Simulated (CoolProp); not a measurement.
Vapour-liquid equilibrium of dimethyl ether (1) + chloromethane (R40) (2) at 267.2 K; x and y are mole fractions of (1).

The numbers come from the multi-fluid Helmholtz-energy mixture model, Wu 2011 and Thol 2014; pair parameters Bell 2016 in CoolProp.

```
x     bubble pressure, mixture model (kPa)  bubble pressure, Raoult's law (kPa)  y, mixture model  y, Raoult's law
----  ------------------------------------  -----------------------------------  ----------------  ---------------
0.05                                 207.2                                209.4             0.043            0.051
0.15                                 204.1                                210.0             0.135            0.154
0.25                                 201.7                                210.6             0.234            0.256
0.35                                 200.2                                211.3             0.340            0.357
0.45                                 199.8                                211.9             0.450            0.457
0.55                                 200.3                                212.5             0.561            0.557
0.65                                 202.0                                213.1             0.671            0.657
0.75                                 204.6                                213.8             0.775            0.756
0.85                                 208.3                                214.4             0.872            0.854
0.95                                 212.8                                215.0             0.960            0.951
```

The largest gap from Raoult's law is -5.7 % in bubble pressure, at x = 0.55. y crosses x between x = 0.35 and 0.45: the model has an azeotrope there.

Pair parameters are fitted to limited data, so mixtures are less certain than the pure fluids.
